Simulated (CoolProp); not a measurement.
Octamethylcyclotetrasiloxane (D4) along the isotherm 596.8 K: fugacity coefficient from the reference equation and from simpler models built on Tc = 586.5 K, pc = 13.47 bar, ω = 0.598; each cubic takes its own stable root.

Values from CoolProp's reference Helmholtz-energy equation of state, Thol 2015.

```json
[
 {"p (bar)": "0.481", "phase": "gas", "reference": "0.9883"},
 {"p (bar)": "0.962", "phase": "gas", "reference": "0.9766"},
 {"p (bar)": "1.44", "phase": "gas", "reference": "0.9650"},
 {"p (bar)": "1.92", "phase": "gas", "reference": "0.9535"},
 {"p (bar)": "2.41", "phase": "gas", "reference": "0.9417"},
 {"p (bar)": "2.89", "phase": "gas", "reference": "0.9302"},
 {"p (bar)": "3.37", "phase": "gas", "reference": "0.9188"},
 {"p (bar)": "3.85", "phase": "gas", "reference": "0.9074"},
 {"p (bar)": "4.33", "phase": "gas", "reference": "0.8960"},
 {"p (bar)": "4.81", "phase": "gas", "reference": "0.8846"},
 {"p (bar)": "5.29", "phase": "gas", "reference": "0.8733"},
 {"p (bar)": "5.77", "phase": "gas", "reference": "0.8620"},
 {"p (bar)": "6.25", "phase": "gas", "reference": "0.8508"},
 {"p (bar)": "6.74", "phase": "gas", "reference": "0.8393"}
]
```

Task: How far does each simpler model (Redlich-Kwong, Peng-Robinson) lie from the reference over these 14 states: mean and median of the absolute difference, and the worst?

Result: 
- Redlich-Kwong: mean 0.2 %, median 0.2 %, worst +0.4 % at 596.8 K and 6.74 bar
- Peng-Robinson: mean 0.6 %, median 0.7 %, worst -1.1 % at 596.8 K and 6.74 bar
